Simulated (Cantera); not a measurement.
An isothermal, constant-pressure homogeneous reactor starts with 25.6 % CH4, 74.4 % H2, at 1725 K and 0.0133 bar.

Model: GRI-Mech 3.0 (53 species, 325 reactions), integrated in Cantera. GRI-Mech 3.0 stops at C3 and has no aromatics, soot or wall deposition, so with more carbon than oxygen in the feed, carbon stays in small species such as C2H2 where larger ones or solid carbon would form. Radical loss at walls, strong at low pressure, is not modelled.

x: mole fraction; the columns are a selection and need not sum to one.

| t (s) | x CH4 | x H2 | x CH2 | x C2H4 | x H | x CH3 |
|---|---|---|---|---|---|---|
| 2.00e-5 | 0.256 | 0.744 | <1e-12 | <1e-12 | 1.18e-6 | 3.43e-6 |
| 6.55e-5 | 0.256 | 0.744 | 1.74e-11 | 8.19e-11 | 2.54e-6 | 1.26e-5 |
| 0.000215 | 0.256 | 0.744 | 2.90e-10 | 5.14e-9 | 6.85e-6 | 4.26e-5 |
| 0.000703 | 0.256 | 0.744 | … | 2.22e-7 | 2.10e-5 | 0.000141 |
| 0.00230 | 0.256 | 0.744 | … | 8.13e-6 | 6.72e-5 | 0.000462 |
| 0.00754 | 0.254 | 0.744 | … | 0.000260 | 0.000221 | 0.00151 |
| 0.0247 | 0.233 | 0.755 | 2.01e-6 | 0.00334 | 0.000626 | 0.00382 |
| 0.0809 | 0.151 | 0.805 | 1.94e-6 | 0.00217 | 0.000800 | 0.00299 |
| 0.265 | 0.0650 | 0.857 | … | 0.000478 | 0.000970 | 0.00148 |
| 0.869 | 0.0185 | 0.885 | … | 8.95e-5 | 0.00124 | 0.000523 |
| 2.85 | 0.00427 | 0.894 | … | 5.06e-5 | 0.00147 | 0.000142 |
| 9.32 | 0.00112 | 0.896 | … | 4.86e-5 | 0.00153 | 3.88e-5 |
| 30.5 | 0.000446 | 0.896 | … | 4.85e-5 | 0.00153 | 1.55e-5 |
| 100 | 0.000373 | 0.896 | … | 4.85e-5 | 0.00153 | 1.29e-5 |

Question: Some entries are withheld; supply them.

Answer: 
- 0.000703, x CH2: 3.68e-9
- 0.00230, x CH2: 3.97e-8
- 0.00754, x CH2: 3.76e-7
- 0.265, x CH2: 1.28e-6
- 0.869, x CH2: 6.67e-7
- 2.85, x CH2: 2.36e-7
- 9.32, x CH2: 6.91e-8
- 30.5, x CH2: 2.79e-8
- 100, x CH2: 2.33e-8
